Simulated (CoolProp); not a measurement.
Values from CoolProp's reference Helmholtz-energy equation of state, Lemmon 2006. It is a short technical equation, of lower accuracy than the large ones.

**Question.** Give the vapour pressure (kPa), liquid density (kg/m³), enthalpy of vaporisation (kJ/kg), liquid cp (kJ/(kg K)) of saturated CH3F (R41) at 171.8, 247.7 K.

**Answer.** 
```tsv
T (K)	p (kPa)	liquid density (kg/m³)	enthalpy of vaporisation (kJ/kg)	liquid cp (kJ/(kg K))
171.8	23.5	927	518	2.06
247.7	955	756	397	2.30
```
